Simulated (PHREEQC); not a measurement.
**Leach liquor (model solution)**

Consider water at 25 °C with 0.058 mol/kgw HCl and 0.095 mol/kgw FeSO4. Closed to the air; pH follows from the charge balance.

The numbers come from PHREEQC with the Pitzer model, pitzer.dat.

The pH is 1.63 and the ionic strength comes out as 0.390 mol/kgw. The specific conductance comes out as 24600 µS/cm. The density comes out as 1.012 g/cm³ and the osmotic coefficient is 0.739. The total alkalinity is -58.0 meq/kg.

| species | molality | activity | log γ |
|---|---|---|---|
| Fe+2 | 0.0950 | 0.0214 | -0.648 |
| SO4-2 | 0.0710 | 0.00865 | -0.915 |
| Cl- | 0.0580 | 0.0387 | -0.176 |
| H+ | 0.0340 | 0.0235 | -0.161 |
| HSO4- | 0.0240 | 0.0194 | -0.093 |

No solid was allowed to form.
